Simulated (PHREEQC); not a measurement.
1.1 g of hydrous ferric oxide (600 m²/g; 0.2 weak and 0.005 strong sites per Fe, Dzombak-Morel constants, diffuse double layer) in 1 kg of water with 0.05 mol/kgw of an inert sodium salt and 0.014 mmol/kgw ZnCl2, at 25 °C; the pH is set by adding NaOH or the inert anion's acid. O2 is buffered at 0.21 atm. No CO2 enters from the air. No solid was allowed to form.

Model: ion-association model, wateq4f.dat, run in PHREEQC.

```
pH     Zn sorbed (%)  surface charge σ (C/m²)  surface potential ψ (mV)
-----  -------------  -----------------------  ------------------------
4                0.1                    0.295                       159
4.67             2.0                    0.219                       144
5.33            21.9                    0.147                       124
6               78.3                    0.089                       100
6.67            98.1                    0.049                        71
7.33            99.9                    0.023                        40
8              100.0                    0.003                         6
8.67           100.0                   -0.015                       -28
9.33           100.0                   -0.038                       -60
10             100.0                   -0.073                       -90
10.67          100.0                   -0.125                      -116
11.33          100.0                   -0.195                      -137
12              99.8                   -0.279                      -151
```
